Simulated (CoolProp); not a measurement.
Ethane at 293.15 K and 3.13 MPa flows at 0.9 m/s in a round tube of 10 mm bore and 15 µm roughness, fully developed (64/Re and Nu = 3.66 if laminar; Colebrook and Gnielinski if turbulent). Each further row changes one setting.

Computed with CoolProp (reference Helmholtz-energy equation of state, Bücker 2006).

| case | Reynolds number | Darcy friction factor | pressure drop (Pa/m) | heat-transfer coefficient (W/(m² K)) | mass flow (kg/h) |
|---|---|---|---|---|---|
| as stated | 47600 | 0.0255 | … | 447 | 14.6 |
| velocity 1.8 m/s | 95200 | 0.0238 | 221 | … | 29.2 |
| diameter 20 mm | 95200 | … | … | 383 | 58.4 |

Problem. What belongs in the gaps?

Solution. 
- as stated, pressure drop (Pa/m): 59.2
- velocity 1.8 m/s, heat-transfer coefficient (W/(m² K)): 849
- diameter 20 mm, Darcy friction factor: 0.0214
- diameter 20 mm, pressure drop (Pa/m): 24.9

Viscosity comes from a separate model (Friend 1991). Thermal conductivity comes from a separate model (Friend 1991).
